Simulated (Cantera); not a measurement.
An adiabatic, constant-volume homogeneous reactor starts with 5.98 % CH4, 8.55 % O2, 85.5 % N2, equivalence ratio 1.4, at 1748 K and 130000 Pa.

Computed with Cantera and GRI-Mech 3.0 (53 species, 325 reactions).

One state of this run: T (K) = 2636; P (bar) = 2.04; x CH4 = <1e-12; x O2 = 0.000535; x CO = 0.0396; x C2H = <1e-12; x NO2 = 6.87e-8. x: mole fraction; the columns are a selection and need not sum to one.

Which value of t (s) does it belong to?
(A) 0.000267
(B) 0.00340
(C) 2.10e-5
(D) 4.90e-5

B, 0.00340
